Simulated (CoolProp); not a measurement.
CH2F2 (R32) along the isotherm 435 K: density (kg/m³) from the reference equation and from simpler models built on Tc = 351.3 K, pc = 5783 kPa, ω = 0.277; each cubic takes its own stable root.

Values from CoolProp's reference Helmholtz-energy equation of state, Tillner-Roth 1997.

```csv
p (kPa),phase,reference
91.4,gas,1.318
134,gas,1.935
197,gas,2.851
289,gas,4.194
424,gas,6.180
623,gas,9.137
914,gas,13.53
1340,gas,20.11
1970,gas,30.19
2890,gas,45.71
4240,gas,70.43
6230,supercritical,111.8
9140,supercritical,185.6
13400,supercritical,321.4
19700,supercritical,507.0
28900,supercritical,657.3
```

**Question.** How far does each simpler model (ideal gas, van der Waals, Redlich-Kwong) lie from the reference over these 16 states: mean and median of the absolute difference, and the worst?

**Answer.** 
- ideal gas: mean 13.2 %, median 5.2 %, worst -44.1 % at 435 K and 19700 kPa
- van der Waals: mean 3.5 %, median 0.0 %, worst -25.4 % at 435 K and 28900 kPa
- Redlich-Kwong: mean 1.9 %, median 0.1 %, worst -14.9 % at 435 K and 28900 kPa
